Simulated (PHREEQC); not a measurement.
PHREEQC input (ion-association model, wateq4f.dat):

```
SOLUTION_MASTER_SPECIES
  An  An-  0  An  62.0  # stands for a non-complexing anion
SOLUTION_SPECIES
  An- = An-
    -log_k 0
    -gamma 3.0 0
PHASES
  Fix_H+
    H+ = H+
    -log_k 0
SOLUTION 1
  temp 25
  units mmol/kgw
  pH 7 charge
  Cl 0.112
  Ni 0.056
  Na 5
  An 5
END
SELECTED_OUTPUT 1
  -reset false
  -pH true
  -pe true
  -ionic_strength true
  -water true
  -totals Cl Na Ni
  -molalities Hfo_wOH Hfo_wOH2+ Hfo_wO- Hfo_sOH Hfo_sOH2+ Hfo_sO- Hfo_sONi+ Hfo_wONi+
  -saturation_indices Ni(OH)2 Halite
USER_PUNCH 1
  -headings sigma psi
  10 PUNCH EDL("sigma", "Hfo"), EDL("psi", "Hfo")
PRINT
  -reset false
USE solution 1
SURFACE 1
  Hfo_wOH 0.00224719 600 1
  Hfo_sOH 5.61798e-05
EQUILIBRIUM_PHASES 1
  Fix_H+ -4 HAn 10
    -force_equality true
  O2(g) -0.68 10
END
# ... the last block is repeated for the other 12 points of pH, with NaOH or the acid as the point needs
```

Selected output (columns that matter, 10 of 13 rows; pH added in front):

```
pH	mu	Na	Ni	m_Hfo_wOH	m_Hfo_wOH2+	m_Hfo_wO-	m_Hfo_sOH	m_Hfo_sOH2+	m_Hfo_sO-	m_Hfo_sONi+	si_Ni(OH)2	si_Halite	sigma	psi
4	0.0058624	0.005	5.5985e-05	0.0010582	0.001167	2.1983e-05	2.6449e-05	2.9168e-05	5.4943e-07	1.417e-08	-7.1937	-7.9047	0.18875	0.19211
4.5	0.0056221	0.005	5.5889e-05	0.0013329	0.00086734	4.6927e-05	3.326e-05	2.1643e-05	1.171e-06	1.0561e-07	-6.1918	-7.9034	0.13525	0.17608
5.5	0.0053455	0.005	5.0718e-05	0.0016319	0.00049071	0.00012432	3.7181e-05	1.118e-05	2.8326e-06	4.9864e-06	-4.2308	-7.9018	0.061115	0.13676
6	0.0052263	0.005	3.4944e-05	0.0016901	0.00038585	0.0001696	2.7643e-05	6.3107e-06	2.7739e-06	1.9452e-05	-3.3913	-7.9011	0.038733	0.11426
6.5	0.0051167	0.005	1.4431e-05	0.0017129	0.00031628	0.00021252	1.5326e-05	2.8299e-06	1.9015e-06	3.6122e-05	-2.7741	-7.9004	0.023522	0.090134
7.5	0.0050924	0.005071	3.7584e-07	0.0017162	0.00025238	0.00026734	9.0916e-06	1.337e-06	1.4163e-06	4.4335e-05	-2.3595	-7.8941	0.0065271	0.036825
8	0.0051086	0.005104	4.0989e-08	0.0017146	0.0002372	0.00028392	8.9681e-06	1.2407e-06	1.4851e-06	4.4486e-05	-2.3256	-7.8914	0.0014459	0.0088168
8.5	0.0051255	0.0051355	4.4804e-09	0.001712	0.00022401	0.00029972	8.9419e-06	1.17e-06	1.5655e-06	4.4502e-05	-2.3	-7.8888	-0.0032349	-0.019331
9.5	0.005199	0.0052517	1.0757e-10	0.0016973	0.00018883	0.00034951	8.8641e-06	9.8614e-07	1.8253e-06	4.4504e-05	-2.2257	-7.8796	-0.01697	-0.074318
10	0.0053118	0.0054032	6.1212e-11	0.0016755	0.00016122	0.00039893	8.7502e-06	8.4193e-07	2.0834e-06	4.4504e-05	-2.157	-7.8679	-0.029424	-0.10017
```

Complexes and solids missing from the database can't appear.
